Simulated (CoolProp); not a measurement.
Properties of C3F8 (R218) along the isotherm 114.55 °C (Tc = 71.9 °C, pc = 2.640 MPa, ω = 0.317).

Values from CoolProp's reference Helmholtz-energy equation of state, Lemmon 2006. It is a short technical equation, of lower accuracy than the large ones.

```
p (MPa)          phase  cv (kJ/(kg K))  isothermal compressibility (1/MPa)
-------  -------------  --------------  ----------------------------------
0.6                gas          0.8748                               1.759
1.2                gas          0.8820                              0.9401
1.8                gas          0.8904                              0.6804
2.4                gas          0.9001                              0.5636
3        supercritical          0.9112                              0.5048
3.6      supercritical          0.9230                              0.4687
4.2      supercritical          0.9335                              0.4262
4.8      supercritical          0.9389                              0.3491
5.4      supercritical          0.9375                              0.2461
6        supercritical          0.9326                              0.1646
6.6      supercritical          0.9276                              0.1146
```
